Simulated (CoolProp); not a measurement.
Benzene at 379.17 K and 10.7 MPa flows at 1.6 m/s in a round tube of 25 mm bore and 1.5 µm roughness, fully developed (64/Re and Nu = 3.66 if laminar; Colebrook and Gnielinski if turbulent). Each further row changes one setting.

Computed with CoolProp (reference Helmholtz-energy equation of state, Thol 2012).

```tsv
case	Reynolds number	Darcy friction factor	pressure drop (Pa/m)	heat-transfer coefficient (W/(m² K))	mass flow (kg/h)
as stated	115000	0.0178	729	2730	2260
velocity 3.2 m/s	229000	0.0157	2570	4990	4520
diameter 50 mm	229000	0.0155	317	2460	9030
```

Viscosity comes from a separate model (Avgeri 2014). Thermal conductivity comes from a separate model (Assael 2012).
